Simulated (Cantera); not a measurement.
An isothermal, constant-pressure homogeneous reactor starts with 5.49 % H₂, 84.4 % O₂, 10.1 % N₂, at 1400 K and 0.0100 bar.

Computed with Cantera and the H2/O2 subset of GRI-Mech 3.0, which has no nitrogen chemistry. Radical loss at walls, strong at low pressure, is not modelled. The temperature is held fixed by assumption; the heat of reaction is taken as removed at once.

**Question.** Predict: x(H₂) at 4.00 s; x(O₂) at 4.00 s; x(H₂O₂) at 4.00 s; x(O) at 4.00 s; x(OH) at 4.00 s; x(HO₂) at 4.00 s; x(H₂O) at 4.00 s.

**Answer.** 
```
Item                                                   Value
-----------------  -----------------------------------------
x(H₂) at 4.00 s      3.75e-6 (gas-phase equilibrium 2.80e-7)
x(O₂) at 4.00 s          0.839 (gas-phase equilibrium 0.839)
x(H₂O₂) at 4.00 s   2.98e-9 (gas-phase equilibrium 5.77e-10)
x(O) at 4.00 s      0.000117 (gas-phase equilibrium 8.73e-6)
x(OH) at 4.00 s    0.000379 (gas-phase equilibrium 0.000104)
x(HO₂) at 4.00 s     5.63e-8 (gas-phase equilibrium 6.06e-8)
x(H₂O) at 4.00 s       0.0562 (gas-phase equilibrium 0.0563)
```
